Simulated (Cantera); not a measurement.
A freely propagating, adiabatic, planar premixed flame of 16.2 % H2, 12.9 % O2, 48.3 % N2, 22.7 % H2O, equivalence ratio 0.63, unburnt at 325 K and 32000 Pa; mixture-averaged transport, grid criteria slope 0.08 and curve 0.16, no radiation.

Cantera simulation using the H2/O2 subset of GRI-Mech 3.0, which has no nitrogen chemistry; the numbers are that mechanism's predictions, not measurements. Burning velocities carry a grid error of a few per cent, more on coarse grids. Lean hydrogen flames are cellular in practice and burn faster than this planar one.

**Question.** Predict: laminar burning velocity; thermal thickness; peak x(O); peak x(H2O2); peak x(HO2).

**Answer.** 
```
Quantity                      Value
------------------------  ---------
laminar burning velocity  33.0 cm/s
thermal thickness           1.96 mm
peak x(O)                   0.00134
peak x(H2O2)                6.50e-5
peak x(HO2)                0.000193
```
